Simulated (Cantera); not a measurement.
# Thermodynamics of boron, boron nitride and boron oxide, feed B₂H₆ + H₂

Feed: 1 mol B₂H₆, 75 mol H₂, equilibrated at 1.00 bar.

Cantera equilibrium calculation (NASA polynomials, part measured and part estimated; ideal gas, pure solids and liquids). Candidate condensed phases: B; 7 gas species. The feed counts by its element totals alone. The tables' values for BH₂ are old estimates; treat these amounts as uncertain. Gases not in the tables: B₂H₆ and higher boranes. Equilibrium is a limit: real reactors are often held back by kinetics, nucleation or transport.

```
T (K)   x H₂       x H     x BH₂    x BH₃      x BH  n B(s)
-----  -----  --------  --------  -------  --------  ------
1323   1.000   1.59e-6   1.23e-6  2.33e-6    <1e-12    2.00
1473   1.000   1.27e-5   7.44e-6  5.38e-6  2.69e-11    2.00
1623   1.000   6.91e-5   3.20e-5  1.06e-5  7.19e-10    2.00
1773   1.000  0.000284  0.000107  1.83e-5   1.09e-8    1.99
1923   0.999  0.000941  0.000295  2.91e-5   1.08e-7    1.97
2073   0.997   0.00263  0.000699  4.28e-5   7.59e-7    1.94
2223   0.992   0.00638   0.00146  5.93e-5   4.08e-6    1.88
```
x: gas mole fraction; n: condensed amount in mol.

From 1323 K to 2223 K the condensed part is B(s).
